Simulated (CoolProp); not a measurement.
Tetrahydrofuran at 365.67 K and 11 MPa is throttled through a valve to 0.796 MPa with no heat exchange. Each further row changes one setting.

Values from CoolProp's reference Helmholtz-energy equation of state, Fiedler 2023.

```tsv
case	temperature change (K)	final phase	final density (kg/m³)
as stated	?	liquid	?
outlet pressure 0.239 MPa	?	?	?
outlet pressure 1.03 MPa	?	liquid	?
```

Problem. Fill in the missing entries.

Solution. 
- as stated, temperature change (K): +3.0
- as stated, final density (kg/m³): 801
- outlet pressure 0.239 MPa, temperature change (K): +2.5
- outlet pressure 0.239 MPa, final phase: two-phase, vapour fraction 0.003
- outlet pressure 0.239 MPa, final density (kg/m³): 565
- outlet pressure 1.03 MPa, temperature change (K): +2.9
- outlet pressure 1.03 MPa, final density (kg/m³): 802
